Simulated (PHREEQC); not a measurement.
A solution holds 2.3 mol Na2CO3, 1.4 mol KCl and 1.9 mol KBr per kg of water, at 25 °C. Closed to the air; pH follows from the charge balance.

The numbers come from PHREEQC with the Pitzer model, pitzer.dat.

| quantity | before | after |
|---|---|---|
| pH | 12.06 | 11.88 |
| ionic strength (mol/kgw) | 10.2 | 10.2 |
| HCO3- (mol/kgw) | 0.00817 | 0.0118 |
| CO2 (mol/kgw) | 1.39e-9 | 2.79e-9 |
| SI of Sylvite (KCl) | -0.45 | -0.51 |
| SI of Halite (NaCl) | -1.02 | -1.00 |

Task: What was changed between the two runs?
(A) KBr left out
(B) temperature from 25 to 35 °C
(C) diluted 5-fold with water

Result: B, temperature from 25 to 35 °C

This is a speciation only: nothing precipitates in the calculation. In brines, pH and single-ion activities rest on the MacInnes convention.
